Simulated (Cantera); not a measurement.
Cantera run, input and output.

```python
import numpy as np
import cantera as ct

gas = ct.Solution("gri30.yaml")
gas.TPX = 1450, 900000, {'CO': 1, 'H2': 0.39, 'CH4': 1.2, 'O2': 7.74, 'N2': 29.1, 'CO2': 1.7}
reactor = ct.IdealGasConstPressureReactor(gas, energy="on", clone=False)
net = ct.ReactorNet([reactor])
net.rtol, net.atol = 1e-08, 1e-16
show = ['CO', 'H2', 'CH4', 'C2H4', 'C2H6', 'NO2']
times = np.geomspace(3e-06, 0.1, 10)

steps = ct.SolutionArray(gas, extra=["t"])
rows = []
print(f"{'t/s':>10s}{'T/K':>9s}{'P/Pa':>11s}" + "".join(f"{s:>11s}" for s in show))
for t in times:
    while net.time < t:
        t_next = net.step()
        steps.append(gas.state, t=t_next)
    rows.append([np.interp(t, steps.t, y) for y in (steps.T, steps.P, *steps(*show).X.T)])
    print(f"{t:10.3e}{rows[-1][0]:9.1f}{rows[-1][1]:11.4g}" + "".join(f"{x:11.3e}" for x in rows[-1][2:]))
rate = np.gradient(steps.T, steps.t)
print("integrator steps:", len(steps.t))
if steps.T.max() > steps.T[0] + 200:
    print(f"time of steepest temperature rise: {steps.t[rate.argmax()]:.4e} s")
gas.TPX = 1450, 900000, {'CO': 1, 'H2': 0.39, 'CH4': 1.2, 'O2': 7.74, 'N2': 29.1, 'CO2': 1.7}
gas.equilibrate("HP")
print(f"equilibrium (HP): T = {gas.T:.1f} K  " + "  ".join(f"{s} {gas[s].X[0]:.3e}" for s in show))
```

It prints:

```
       t/s      T/K       P/Pa         CO         H2        CH4       C2H4       C2H6        NO2
 3.000e-06   1450.0      9e+05  2.431e-02  9.482e-03  2.917e-02  3.546e-11  6.679e-10  2.973e-19
 9.543e-06   1450.0      9e+05  2.431e-02  9.479e-03  2.917e-02  4.102e-09  6.706e-08  2.423e-17
 3.035e-05   1451.9      9e+05  2.429e-02  9.359e-03  2.878e-02  4.494e-06  4.953e-05  4.448e-14
 9.655e-05   2237.2      9e+05  4.409e-03  3.422e-04  5.518e-17  3.348e-25  5.668e-31  1.021e-07
 3.071e-04   2275.3      9e+05  9.397e-04  1.203e-04  2.255e-18  8.297e-28  5.173e-34  2.032e-07
 9.769e-04   2274.9      9e+05  9.380e-04  1.201e-04  1.417e-20  7.115e-31  9.025e-38  6.024e-07
 3.107e-03   2273.9      9e+05  9.330e-04  1.195e-04  1.291e-20  3.106e-31  4.674e-38  1.843e-06
 9.884e-03   2271.0      9e+05  9.185e-04  1.179e-04  1.236e-20  2.855e-31  4.293e-38  5.484e-06
 3.144e-02   2264.1      9e+05  8.853e-04  1.141e-04  1.111e-20  2.350e-31  3.522e-38  1.404e-05
 1.000e-01   2256.5      9e+05  8.497e-04  1.101e-04  9.847e-21  1.885e-31  2.814e-38  2.349e-05
integrator steps: 1533
time of steepest temperature rise: 7.1844e-05 s
equilibrium (HP): T = 2255.1 K  CO 8.436e-04  H2 1.094e-04  CH4 1.462e-20  C2H4 2.378e-31  C2H6 4.577e-38  NO2 2.516e-05
```

Cantera simulation using GRI-Mech 3.0 (53 species, 325 reactions); the numbers are that mechanism's predictions, not measurements.
